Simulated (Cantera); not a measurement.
A perfectly stirred reactor is fed with 1.99 % CH4, 0.878 % C2H6, 0.279 % C3H8, 19.7 % O2, 74.0 % N2, 3.19 % H2O, at 12.0 bar; it is adiabatic with a 425 K inlet, and is followed from long to short residence time, starting on the burning branch (τ in s: 0.42, 0.18, 0.074, 0.031, 0.013, 0.0055, 0.0023, 0.00098, 0.00041, 0.00017, 7.3e-05, 3.1e-05, 1.3e-05).

Detailed kinetics in Cantera: GRI-Mech 3.0 (53 species, 325 reactions). The pressure lies above the range GRI-Mech 3.0 was tuned for (to about 10 atm).

Task: Predict: blow-out, bracketed by the residence times tried; x(CH4) at τ = 0.420 s; x(C2H6) at τ = 0.420 s; x(C3H8) at τ = 0.420 s; x(CO) at τ = 0.420 s; x(CH2CO) at τ = 0.420 s; x(CH4) at τ = 2.30 ms; x(C2H6) at τ = 2.30 ms; x(C3H8) at τ = 2.30 ms.

Result: 
```json
{
  "blow_out_bracketed_by_the_residence_times_tried": "burning at 13.0 ms, out at 5.50 ms",
  "x(CH4) at τ = 0.420 s": "9.94e-6",
  "x(C2H6) at τ = 0.420 s": "8.33e-7",
  "x(C3H8) at τ = 0.420 s": "2.90e-7",
  "x(CO) at τ = 0.420 s": "0.000152",
  "x(CH2CO) at τ = 0.420 s": "2.11e-6",
  "x(CH4) at τ = 2.30 ms": "0.0199",
  "x(C2H6) at τ = 2.30 ms": "0.00878",
  "x(C3H8) at τ = 2.30 ms": "0.00279"
}
```
